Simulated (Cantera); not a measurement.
A freely propagating, adiabatic, planar premixed flame of 17.1 % H2, 14.5 % O2, 68.4 % N2, equivalence ratio 0.59, unburnt at 423 K and 1.00 atm; mixture-averaged transport, grid criteria slope 0.08 and curve 0.16, no radiation.

Cantera simulation using the H2/O2 subset of GRI-Mech 3.0, which has no nitrogen chemistry; the numbers are that mechanism's predictions, not measurements. Burning velocities carry a grid error of a few per cent, more on coarse grids. Lean hydrogen flames are cellular in practice and burn faster than this planar one.

x: mole fraction of selected species; z is measured from the peak of heat release.

```tsv
z (mm)	T (K)	u (m/s)	x H2	x O2	x HO2	x H2O	x H	x O
-1.34	423	0.948	0.170	0.145	<1e-8	7.79e-7	<1e-8	<1e-8
-0.893	423	0.947	0.168	0.145	9.36e-8	1.25e-5	<1e-8	<1e-8
-0.670	425	0.945	0.164	0.146	8.79e-7	9.66e-5	<1e-8	<1e-8
-0.447	434	0.953	0.152	0.148	9.24e-6	0.000807	<1e-8	?
-0.223	563	1.20	0.113	0.148	0.000249	0.0158	2.81e-5	?
-0.112	831	1.73	0.0779	0.135	0.000197	0.0519	0.000922	?
0	1131	2.34	0.0422	0.109	0.000102	0.102	0.00387	?
0.112	1339	2.76	0.0183	0.0861	6.17e-5	0.141	0.00567	?
0.223	1457	3.00	0.00859	0.0752	4.39e-5	0.159	0.00492	?
0.447	1569	3.23	0.00380	0.0697	2.84e-5	0.170	0.00251	?
0.893	1642	3.37	0.00170	0.0684	1.53e-5	0.176	0.000726	?
1.79	1676	3.43	0.000563	0.0683	6.09e-6	0.179	0.000132	?
3.57	1687	3.45	0.000152	0.0685	1.94e-6	0.180	1.86e-5	?
```

Problem. Fill in the missing entries.

Solution. 
- -0.447, x O: 4.70e-8
- -0.223, x O: 7.87e-6
- -0.112, x O: 0.000204
- 0, x O: 0.00157
- 0.112, x O: 0.00342
- 0.223, x O: 0.00391
- 0.447, x O: 0.00291
- 0.893, x O: 0.00135
- 1.79, x O: 0.000442
- 3.57, x O: 0.000121
